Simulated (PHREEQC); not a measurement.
## Acid rinse or clean (model solution)

Make-up at 20 °C: 0.002 mol HF and 3.5e-05 mol MgCl2 per kg of water. Closed to the air; pH follows from the charge balance.

Computed with PHREEQC (ion-association model, phreeqc.dat).

- pH: 3.05
- ionic strength: 0.00102 mol/kgw
- specific conductance: 330 µS/cm
- total alkalinity: -2.00 meq/kg

```
species  molality  activity   log γ
-------  --------  --------  ------
HF        0.00108   0.00108   0.000
H+       0.000920  0.000889  -0.015
F-       0.000915  0.000883  -0.016
Cl-       7.00e-5   6.75e-5  -0.016
Mg+2      3.34e-5   2.90e-5  -0.061
HF2-      3.62e-6   3.50e-6  -0.016
MgF+      1.60e-6   1.54e-6  -0.015
```

Precipitation was switched off in this run.
